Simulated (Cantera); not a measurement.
Charge: 1 mol SiO2, 10 mol Cl2, 3.8 mol H2, at 1350 °C and 0.900 bar.

Cantera equilibrium calculation (NASA polynomials, part measured and part estimated; ideal gas, pure solids and liquids). Candidate condensed phases: H2O, Si, SiO2; 30 gas species. The tables hold silica as quartz up to 1696 K and as liquid above; real silica turns to tridymite and cristobalite and melts near 1996 K. The numbers say what is thermodynamically allowed, not how fast it happens.

Base state: HCl 0.527, Cl2 0.388, Cl 0.0826, SiCl4 0.000796, O2 0.000593, H2O 0.000358, ClO 4.06e-5 (mole fractions); condensed: SiO2(β-quartz).

### Question
What changes in the equilibrium state with this change: temperature from 1350 °C to 1050 °C?

### Answer
```
species                before     after
-------------------  --------  --------
HCl                     0.527     0.547
Cl2                     0.388     0.442
Cl                     0.0826    0.0106
SiCl4                0.000796  0.000192
ClO                   4.06e-5   2.32e-6
O2                   0.000593   5.26e-5
H2O                  0.000358  0.000276
SiO2(β-quartz), mol     0.989     0.997
```
